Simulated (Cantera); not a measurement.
**Low-pressure radical oxidation in H2/O2**

An isothermal, constant-pressure homogeneous reactor starts with 6.02 % H2, 94.0 % O2, at 900 K and 0.0267 bar.

Cantera simulation using the H2/O2 subset of GRI-Mech 3.0, which has no nitrogen chemistry; the numbers are that mechanism's predictions, not measurements. Radical loss at walls, strong at low pressure, is not modelled. Below about 950 K walls govern HO2 and H2O2 in real vessels. The temperature is held fixed by assumption; the heat of reaction is taken as removed at once.

```tsv
t (s)	x H2	x O2	x H2O	x H	x O
3.00e-6	0.0602	0.940	<1e-12	<1e-12	<1e-12
8.35e-6	0.0602	0.940	<1e-12	<1e-12	<1e-12
2.32e-5	0.0602	0.940	<1e-12	1.13e-12	<1e-12
6.46e-5	0.0602	0.940	<1e-12	2.92e-12	<1e-12
0.000180	0.0602	0.940	3.20e-12	7.98e-12	4.22e-12
0.000500	0.0602	0.940	4.56e-11	3.46e-11	3.33e-11
0.00139	0.0602	0.940	1.90e-9	8.57e-10	9.80e-10
0.00387	0.0601	0.940	1.11e-5	4.80e-6	5.53e-6
0.0108	0.00344	0.934	0.0569	0.00183	0.00292
0.0300	0.000459	0.938	0.0615	2.22e-5	0.000269
0.0834	0.000119	0.938	0.0619	1.59e-6	5.26e-5
0.232	2.82e-5	0.938	0.0620	1.50e-7	1.09e-5
0.646	4.88e-6	0.938	0.0620	1.26e-8	2.04e-6
1.80	5.72e-7	0.938	0.0620	9.58e-10	3.67e-7
5.00	4.21e-8	0.938	0.0620	8.51e-11	7.58e-8
```
x: mole fraction; the columns are a selection and need not sum to one.

Equilibrium at this temperature and pressure: H2 1.26e-12, O2 0.938, H2O 0.0620, H <1e-12, O 3.21e-11 (gas phase only).
